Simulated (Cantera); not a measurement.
# Hydrocarbon pyrolysis for carbon deposition

An isothermal, constant-pressure homogeneous reactor starts with 2.00 % C2H4, 98.0 % H2, at 1750 K and 1.80 bar.

Model: GRI-Mech 3.0 (53 species, 325 reactions), integrated in Cantera. GRI-Mech 3.0 was tuned for natural gas; its chemistry of ethylene as a main component is partial and can be far from experiment. GRI-Mech 3.0 stops at C3 and has no aromatics, soot or wall deposition, so with more carbon than oxygen in the feed, carbon stays in small species such as C2H2 where larger ones or solid carbon would form.

```csv
t (s),x C2H4,x H2,x C2H2,x CH4,x H
0.000600,0.00420,0.980,0.0152,0.000525,0.000171
0.00137,0.00114,0.980,0.0181,0.000769,0.000196
0.00312,0.00103,0.980,0.0181,0.00109,0.000200
0.00711,0.00101,0.979,0.0177,0.00180,0.000193
0.0162,0.000977,0.978,0.0171,0.00329,0.000186
0.0370,0.000902,0.977,0.0157,0.00619,0.000180
0.0843,0.000784,0.975,0.0136,0.0108,0.000175
0.192,0.000685,0.973,0.0118,0.0147,0.000173
0.439,0.000664,0.972,0.0114,0.0156,0.000172
1.00,0.000663,0.972,0.0114,0.0156,0.000172
```
x: mole fraction; the columns are a selection and need not sum to one.

Equilibrium at this temperature and pressure: C2H4 0.000663, H2 0.972, C2H2 0.0114, CH4 0.0156, H 0.000172 (gas phase only).
